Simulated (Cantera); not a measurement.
An isothermal, constant-pressure homogeneous reactor starts with CH4 : H2O = 1 : 1 (molar parts), at 2125 K and 0.350 bar. Integrator tolerance rtol = 1e-08.

Computed with Cantera and GRI-Mech 3.0 (53 species, 325 reactions).

Problem. What does this change do: pressure from 0.350 bar to 13.0 bar?

Solution. 
| quantity | before | after |
|---|---|---|
| x(CH4) at 20.0 s | 1.14e-5 (gas-phase equilibrium 7.09e-6) | 0.000545 (gas-phase equilibrium 0.000568) |
| x(H2O) at 20.0 s | 8.42e-5 (gas-phase equilibrium 4.01e-5) | 0.000664 (gas-phase equilibrium 0.000699) |
| x(H2) at 20.0 s | 0.745 (gas-phase equilibrium 0.745) | 0.748 (gas-phase equilibrium 0.748) |
| x(HO2) at 20.0 s | <1e-12 (gas-phase equilibrium <1e-12) | <1e-12 (gas-phase equilibrium <1e-12) |
| x(CH3) at 20.0 s | 1.58e-6 (gas-phase equilibrium 9.80e-7) | 1.23e-5 (gas-phase equilibrium 1.29e-5) |
The pressure lies above the range GRI-Mech 3.0 was tuned for (to about 10 atm).
